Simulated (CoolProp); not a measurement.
Computed with CoolProp (reference Helmholtz-energy equation of state, Lemmon 2006). It is a short technical equation, of lower accuracy than the large ones.

Task: Give the vapour pressure (MPa), enthalpy of vaporisation (kJ/kg), vapour Z, surface tension (mN/m) of saturated R141b at 252.2, 278.3, 297.8 K.

Result: 
```csv
T (K),p (MPa),enthalpy of vaporisation (kJ/kg),vapour Z,surface tension (mN/m)
252.2,0.00983,247,0.992,24.0
278.3,0.0354,235,0.981,20.7
297.8,0.0776,226,0.967,18.2
```

Surface tension comes from a separate correlation (Mulero 2012).
